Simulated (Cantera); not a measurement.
Feed: 1 mol borazine, 4.5 mol O₂, 0.37 mol N₂, at 18.0 Pa.

Equilibrium computed with Cantera from the NASA thermochemical tables; the gas is ideal and each condensed phase is pure. Candidate condensed phases: B, BN, B₂O₃, B₃O₃H₃, H₂O; 39 gas species. The feed counts by its element totals alone. Equilibrium is a limit: real reactors are often held back by kinetics, nucleation or transport. All values below are at 875 °C.

Base state: H₂O 0.518, N₂ 0.329, O₂ 0.132, HBO₂ 0.0205, (HBO₂)₃ 7.15e-5, NO 6.62e-5, OH 2.50e-5 (mole fractions); condensed: B₂O₃(l).

Q: What changes in the equilibrium state with this change: borazine replaced by B?

A: 
```
species        before    after
------------  -------  -------
O₂              0.132    0.910
N₂              0.329   0.0898
NO            6.62e-5  9.07e-5
H₂O             0.518        0
HBO₂           0.0205        0
(HBO₂)₃       7.15e-5        0
OH            2.50e-5        0
B₂O₃(l), mol     1.44    0.500
```
